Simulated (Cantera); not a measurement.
Charge: 1 mol Fe₂O₃, 0.19 mol HCl, 0.047 mol N₂, at 1125 K and 1 atm.

Cantera equilibrium calculation (NASA polynomials, part measured and part estimated; ideal gas, pure solids and liquids). Candidate condensed phases: Fe, FeCl₂, FeCl₃, FeO, Fe(OH)₂, Fe(OH)₃, Fe₂O₃, Fe₃O₄, H₂O, NH₄Cl; 37 gas species. Kinetics and transport are ignored.

Base state: HCl 0.692, N₂ 0.202, H₂O 0.0614, FeCl₃ 0.0321, FeCl₂ 0.00789, Cl₂ 0.00397, Fe₂Cl₆ 0.000338, Cl 0.000128 (mole fractions); condensed: Fe₂O₃(s).

Task: What changes in the equilibrium state with this change: temperature from 1125 K to 1350 K?

Result: 
| species | before | after |
|---|---|---|
| HCl | 0.692 | 0.626 |
| N₂ | 0.202 | 0.201 |
| H₂O | 0.0614 | 0.0931 |
| FeCl₂ | 0.00789 | 0.0333 |
| Cl₂ | 0.00397 | 0.0110 |
| FeCl₃ | 0.0321 | 0.0316 |
| O₂ | 1.08e-5 | 0.00238 |
| NO | 3.85e-7 | 2.91e-5 |
| Fe₂O₃(s), mol | 0.995 | 0.992 |

Task: What changes in the equilibrium state with this change: temperature from 1125 K to 1523.15 K?

Result: 
```json
[
 {"species": "HCl", "before": "0.692", "after": "0.546"},
 {"species": "N₂", "before": "0.202", "after": "0.197"},
 {"species": "H₂O", "before": "0.0614", "after": "0.125"},
 {"species": "FeCl₂", "before": "0.00789", "after": "0.0804"},
 {"species": "O₂", "before": "1.08e-5", "after": "0.0144"},
 {"species": "FeCl₃", "before": "0.0321", "after": "0.0218"},
 {"species": "ClO", "before": "1.95e-8", "after": "1.78e-5"},
 {"species": "OH", "before": "6.67e-8", "after": "5.44e-5"},
 {"species": "NO", "before": "3.85e-7", "after": "0.000179"},
 {"species": "Fe₂Cl₆", "before": "0.000338", "after": "4.02e-6"},
 {"species": "Cl", "before": "0.000128", "after": "0.00618"},
 {"species": "Fe₂O₃(s), mol", "before": "0.995", "after": "0.988"}
]
```
